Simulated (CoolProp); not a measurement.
Cyclopentane at several states: Z from the reference equation and from simpler models built on Tc = 511.7 K, pc = 4.583 MPa, ω = 0.202; each cubic takes its own stable root.

Values from CoolProp's reference Helmholtz-energy equation of state, Gedanitz 2015.

| T (K) | p (MPa) | phase | reference |
|---|---|---|---|
| 451.8 | 16.2 | liquid | 0.5010 |
| 541.4 | 12.5 | supercritical | 0.4202 |
| 316.4 | 0.105 | liquid | 0.003877 |
| 448.1 | 0.0144 | gas | 0.9983 |
| 502.6 | 0.0153 | gas | 0.9987 |
| 373.5 | 1.22 | liquid | 0.04171 |

Question: How far does each simpler model (van der Waals, Redlich-Kwong, Soave-Redlich-Kwong, Peng-Robinson) lie from the reference over these 6 states: mean and median of the absolute difference, and the worst?

Answer: 
- van der Waals: mean 4213.0 %, median 36.0 %, worst +25148.9 % at 316.4 K and 0.105 MPa
- Redlich-Kwong: mean 4156.5 %, median 7.4 %, worst +24914.2 % at 316.4 K and 0.105 MPa
- Soave-Redlich-Kwong: mean 4.4 %, median 4.4 %, worst +11.9 % at 541.4 K and 12.5 MPa
- Peng-Robinson: mean 3.8 %, median 4.2 %, worst -7.5 % at 316.4 K and 0.105 MPa

At some of these states van der Waals, Redlich-Kwong gives the other phase, because its saturation line lies elsewhere.
